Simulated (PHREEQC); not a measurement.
# Copper plating or etch bath

Solution (20 °C): 1.9 mmol/kgw Cu(NO3)2, 0.77 mmol/kgw H2SO4 and 140 mmol/kgw KCl. Closed to the air; pH follows from the charge balance.

All values are PHREEQC results (ion-association model, phreeqc.dat), not measurements.

Each row changes one thing in this solution. Precipitation was switched off in this run.

| case | pH | Cu+2 (mol/kgw) | SO4-2 (mol/kgw) | CuCl+ (mol/kgw) | KSO4- (mol/kgw) | HSO4- (mol/kgw) | SI of Sylvite (KCl) |
|---|---|---|---|---|---|---|---|
| as made | 2.91 | 0.00169 | 0.000562 | 0.000179 | 0.000160 | 2.60e-5 | -2.85 |
| diluted 10-fold with water | 3.86 | 0.000186 | 7.14e-5 | … | 3.97e-6 | 6.06e-7 | … |
| Cu(NO3)2 from 0.0019 to 0.00095 mol/kgw | 2.91 | 0.000846 | 0.000569 | 8.98e-5 | 0.000163 | 2.65e-5 | -2.84 |
| H2SO4 from 0.00077 to 0.000693 mol/kgw | 2.96 | 0.00169 | 0.000508 | 0.000179 | 0.000145 | 2.12e-5 | -2.85 |
| Cu(NO3)2 from 0.0019 to 0.00038 mol/kgw | 2.91 | 0.000338 | 0.000574 | 3.60e-5 | 0.000165 | 2.68e-5 | -2.84 |
| diluted 100-fold with water | … | 1.89e-5 | 7.61e-6 | 4.70e-8 | 5.78e-8 | … | -6.62 |
| KCl from 0.14 to 1.4 mol/kgw | 2.95 | 0.00113 | 0.000362 | 0.000649 | 0.000400 | 5.53e-6 | -1.04 |

Question: Complete the blanks.

Answer: 
- diluted 10-fold with water, CuCl+ (mol/kgw): 3.45e-6
- diluted 10-fold with water, SI of Sylvite (KCl): -4.69
- diluted 100-fold with water, pH: 4.83
- diluted 100-fold with water, HSO4- (mol/kgw): 8.68e-9

The ionic strength passes 0.7 mol/kgw, the rough limit of the ion-association models, in KCl from 0.14 to 1.4 mol/kgw.
